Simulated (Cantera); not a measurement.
A perfectly stirred reactor is fed with 4.17 % C2H4, 95.8 % H2, at 0.000286 atm; it is held at 1900 K, and followed from long to short residence time.

Detailed kinetics in Cantera: GRI-Mech 3.0 (53 species, 325 reactions). GRI-Mech 3.0 was tuned for natural gas; its chemistry of ethylene as a main component is partial and can be far from experiment. GRI-Mech 3.0 stops at C3 and has no aromatics, soot or wall deposition, so with more carbon than oxygen in the feed, carbon stays in small species such as C2H2 where larger ones or solid carbon would form. Radical loss at walls, strong at low pressure, is not modelled.

x: mole fraction; the columns are a selection and need not sum to one.

```json
[
 {"τ (s)": "0.38", "x C2H4": "0.0110", "x H2": "0.959", "x CH2": "?", "x C2H2": "0.0295", "x CH3": "1.71e-8"},
 {"τ (s)": "0.16", "x C2H4": "0.0197", "x H2": "0.959", "x CH2": "?", "x C2H2": "0.0210", "x CH3": "1.38e-8"},
 {"τ (s)": "0.066", "x C2H4": "0.0290", "x H2": "0.959", "x CH2": "?", "x C2H2": "0.0122", "x CH3": "1.11e-8"},
 {"τ (s)": "0.028", "x C2H4": "0.0353", "x H2": "0.959", "x CH2": "?", "x C2H2": "0.00612", "x CH3": "8.05e-9"},
 {"τ (s)": "0.012", "x C2H4": "0.0387", "x H2": "0.958", "x CH2": "?", "x C2H2": "0.00283", "x CH3": "5.39e-9"},
 {"τ (s)": "0.0048", "x C2H4": "0.0404", "x H2": "0.958", "x CH2": "4.77e-10", "x C2H2": "0.00117", "x CH3": "2.95e-9"},
 {"τ (s)": "0.0020", "x C2H4": "0.0411", "x H2": "0.958", "x CH2": "1.39e-10", "x C2H2": "0.000496", "x CH3": "1.19e-9"}
]
```

### Question
Some entries are withheld; supply them.

### Answer

- 0.38, x CH2: 6.12e-9
- 0.16, x CH2: 6.78e-9
- 0.066, x CH2: 5.33e-9
- 0.028, x CH2: 3.03e-9
- 0.012, x CH2: 1.38e-9
